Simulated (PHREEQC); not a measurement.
## Copper plating or etch bath: speciation

Solution (20 °C): 0.002 mol/kgw CuCl2, 4.8e-05 mol/kgw H2SO4 and 0.0013 mol/kgw H3BO3. Closed to the air; pH follows from the charge balance.

Equilibrium calculation in PHREEQC: ion-association model, phreeqc.dat.

Precipitation was switched off in this run.

Predict the pH.

pH 4.05.

In which forms is S present?

SO4-2 83 %, CuSO4 17 %, HSO4- 0.5 % of the S.

Species that the database lacks are ignored.
